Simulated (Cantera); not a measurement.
**Premixed flame**

A freely propagating, adiabatic, planar premixed flame of C₂H₆ : O₂ : N₂ : CO₂ = 1 : 2.92 : 11 : 0.035 (molar parts), unburnt at 625 K and 1.00 bar; mixture-averaged transport, grid criteria slope 0.08 and curve 0.16, no radiation.

Detailed kinetics in Cantera: GRI-Mech 3.0 (53 species, 325 reactions). Burning velocities carry a grid error of a few per cent, more on coarse grids.

```tsv
z (mm)	T (K)	u (m/s)	x C₂H₆	x O₂	x HCO	x N₂O	x H₂O₂	x CO₂
-0.853	625	1.47	0.0668	0.195	<1e-8	<1e-8	6.16e-8	0.00234
-0.568	628	1.48	0.0665	0.194	<1e-8	<1e-8	9.21e-7	0.00233
-0.426	636	1.50	0.0661	0.193	<1e-8	<1e-8	3.90e-6	0.00235
-0.284	692	1.65	0.0641	0.186	<1e-8	<1e-8	2.15e-5	0.00255
-0.142	1077	2.65	0.0453	0.148	1.62e-6	<1e-8	6.68e-5	0.00574
-0.0711	1489	3.77	0.0185	0.104	3.65e-5	1.55e-8	2.71e-5	0.0119
0	1868	4.83	0.00124	0.0560	0.000105	3.14e-8	2.04e-6	0.0225
0.0711	2044	5.31	6.69e-6	0.0268	4.08e-5	4.57e-8	3.45e-7	0.0349
0.142	2093	5.42	<1e-8	0.0150	5.10e-6	5.36e-8	1.72e-7	0.0454
0.284	2126	5.48	<1e-8	0.00893	1.87e-7	5.39e-8	1.45e-7	0.0570
0.568	2164	5.55	<1e-8	0.00691	1.30e-7	5.08e-8	1.22e-7	0.0630
1.14	2213	5.66	<1e-8	0.00548	1.01e-7	4.97e-8	9.87e-8	0.0650
2.27	2271	5.78	<1e-8	0.00389	7.13e-8	4.93e-8	7.53e-8	0.0667
```
x: mole fraction of selected species; z is measured from the peak of heat release.

| Quantity | Value |
|---|---|
| laminar burning velocity | 146 cm/s |
| thermal thickness | 0.284 mm |
| peak x(HCO) | 0.000105 |
| peak x(H₂O₂) | 6.69e-5 |
| grid points | 146 |
